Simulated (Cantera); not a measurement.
A Cantera script and its output.

```python
import numpy as np
import cantera as ct

gas = ct.Solution("gri30.yaml")
gas.TPX = 1550, 76000, {'CH4': 1, 'O2': 3.33, 'N2': 12.5, 'H2O': 0.041}
reactor = ct.IdealGasConstPressureReactor(gas, energy="on", clone=False)
net = ct.ReactorNet([reactor])
net.rtol, net.atol = 1e-08, 1e-16
show = ['CH4', 'O2', 'H2', 'OH', 'HCO', 'CO', 'C2H6']
times = np.geomspace(1e-06, 0.1, 13)

steps = ct.SolutionArray(gas, extra=["t"])
rows = []
print(f"{'t/s':>10s}{'T/K':>9s}{'P/Pa':>11s}" + "".join(f"{s:>11s}" for s in show))
for t in times:
    while net.time < t:
        t_next = net.step()
        steps.append(gas.state, t=t_next)
    rows.append([np.interp(t, steps.t, y) for y in (steps.T, steps.P, *steps(*show).X.T)])
    print(f"{t:10.3e}{rows[-1][0]:9.1f}{rows[-1][1]:11.4g}" + "".join(f"{x:11.3e}" for x in rows[-1][2:]))
rate = np.gradient(steps.T, steps.t)
print("integrator steps:", len(steps.t))
if steps.T.max() > steps.T[0] + 200:
    print(f"time of steepest temperature rise: {steps.t[rate.argmax()]:.4e} s")
gas.TPX = 1550, 76000, {'CH4': 1, 'O2': 3.33, 'N2': 12.5, 'H2O': 0.041}
gas.equilibrate("HP")
print(f"equilibrium (HP): T = {gas.T:.1f} K  " + "  ".join(f"{s} {gas[s].X[0]:.3e}" for s in show))
```

It prints:

```
       t/s      T/K       P/Pa        CH4         O2         H2         OH        HCO         CO       C2H6
 1.000e-06   1550.0    7.6e+04  5.927e-02  1.974e-01  1.049e-08  7.858e-09  4.297e-15  8.771e-14  4.103e-14
 2.610e-06   1550.0    7.6e+04  5.927e-02  1.974e-01  3.983e-08  1.901e-08  3.852e-14  1.891e-12  9.769e-13
 6.813e-06   1550.0    7.6e+04  5.927e-02  1.974e-01  1.226e-07  2.617e-08  3.271e-13  2.830e-11  2.329e-11
 1.778e-05   1550.0    7.6e+04  5.927e-02  1.974e-01  3.590e-07  4.015e-08  2.669e-12  4.267e-10  5.103e-10
 4.642e-05   1550.0    7.6e+04  5.926e-02  1.974e-01  1.140e-06  8.524e-08  2.395e-11  8.091e-09  1.193e-08
 1.212e-04   1549.9    7.6e+04  5.922e-02  1.974e-01  4.919e-06  2.672e-07  3.126e-10  2.261e-07  3.770e-07
 3.162e-04   1550.6    7.6e+04  5.884e-02  1.971e-01  4.961e-05  1.504e-06  1.057e-08  1.448e-05  2.178e-05
 8.254e-04   2220.0    7.6e+04  1.366e-17  8.070e-02  8.907e-03  1.867e-02  2.154e-08  2.254e-02  2.996e-32
 2.154e-03   2547.3    7.6e+04  3.953e-18  7.731e-02  3.362e-03  1.458e-02  2.016e-09  9.646e-03  1.826e-34
 5.623e-03   2543.6    7.6e+04  3.878e-18  7.561e-02  3.318e-03  1.429e-02  1.946e-09  9.506e-03  1.747e-34
 1.468e-02   2536.8    7.6e+04  3.765e-18  7.309e-02  3.275e-03  1.389e-02  1.866e-09  9.359e-03  1.658e-34
 3.831e-02   2533.0    7.6e+04  3.703e-18  7.170e-02  3.251e-03  1.367e-02  1.823e-09  9.278e-03  1.609e-34
 1.000e-01   2532.7    7.6e+04  3.699e-18  7.161e-02  3.249e-03  1.366e-02  1.820e-09  9.272e-03  1.606e-34
integrator steps: 1747
time of steepest temperature rise: 7.8943e-04 s
equilibrium (HP): T = 2532.7 K  CH4 5.341e-18  O2 7.161e-02  H2 3.249e-03  OH 1.366e-02  HCO 1.820e-09  CO 9.272e-03  C2H6 3.041e-34
```

Computed with Cantera and GRI-Mech 3.0 (53 species, 325 reactions).
